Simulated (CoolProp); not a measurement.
Vapour pressure (MPa) of R236EA: the reference equation beside estimates from Tc = 139.3 °C, pc = 3.414 MPa, ω = 0.368. Clausius-Clapeyron is anchored at 25.35 °C with a constant enthalpy of vaporisation of 23.64 kJ/mol.

Model: reference Helmholtz-energy equation of state, Rui 2013, in CoolProp.

| T (°C) | reference | Clausius-Clapeyron | Redlich-Kwong |
|---|---|---|---|
| 1.35 | 0.08291 | 0.09065 | 0.1922 |
| 6.15 | 0.1012 | ? | 0.2244 |
| 10.95 | 0.1226 | 0.1286 | 0.2604 |
| 15.75 | 0.1474 | 0.1519 | 0.3004 |
| 20.55 | 0.1759 | 0.1784 | 0.3446 |
| 25.35 | 0.2085 | 0.2085 | ? |
| 30.05 | 0.2447 | ? | 0.4456 |
| 34.85 | 0.2866 | 0.2797 | 0.5039 |
| 39.65 | 0.3338 | 0.3222 | 0.5674 |
| 44.45 | ? | 0.3697 | 0.6363 |
| 49.25 | 0.4457 | 0.4224 | 0.7108 |
| 54.05 | 0.5114 | ? | 0.7912 |

Problem. Complete the blanks.

Solution. 
- 6.15, Clausius-Clapeyron: 0.1083
- 25.35, Redlich-Kwong: 0.3933
- 30.05, Clausius-Clapeyron: 0.2416
- 44.45, reference: 0.3867
- 54.05, Clausius-Clapeyron: 0.4807

Absolute difference from the reference over all 12 rows, mean and median: Clausius-Clapeyron 4.0 and 3.9 %, Redlich-Kwong 88.4 and 85.4 %.
